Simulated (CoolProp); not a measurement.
Vapour pressure (MPa) of R1336mzz(E): the reference equation beside estimates from Tc = 130.4 °C, pc = 2.779 MPa, ω = 0.413. Clausius-Clapeyron is anchored at -4.75 °C with a constant enthalpy of vaporisation of 26.22 kJ/mol.

Model: reference Helmholtz-energy equation of state, Akasaka 2023, in CoolProp.

| T (°C) | reference | Clausius-Clapeyron | van der Waals | Redlich-Kwong | Soave-Redlich-Kwong |
|---|---|---|---|---|---|
| -4.75 | 0.05896 | 0.05896 | 0.4270 | 0.1555 | 0.05885 |
| 0.45 | 0.07425 | 0.07371 | 0.4724 | 0.1845 | 0.07413 |
| 5.55 | 0.09214 | 0.09102 | 0.5200 | 0.2167 | 0.09203 |
| 10.75 | 0.1137 | 0.1120 | 0.5716 | 0.2535 | 0.1137 |
| 15.95 | 0.1391 | 0.1367 | 0.6264 | 0.2947 | 0.1391 |
| 21.05 | 0.1680 | 0.1652 | 0.6834 | 0.3394 | 0.1682 |
| 26.25 | 0.2021 | 0.1990 | 0.7448 | 0.3898 | 0.2026 |
| 31.45 | 0.2413 | 0.2382 | 0.8097 | 0.4453 | 0.2422 |

Absolute difference from the reference over all 8 rows, mean and median: Clausius-Clapeyron 1.2 and 1.4 %, van der Waals 398.6 and 376.5 %, Redlich-Kwong 120.2 and 117.4 %, Soave-Redlich-Kwong 0.2 and 0.1 %.
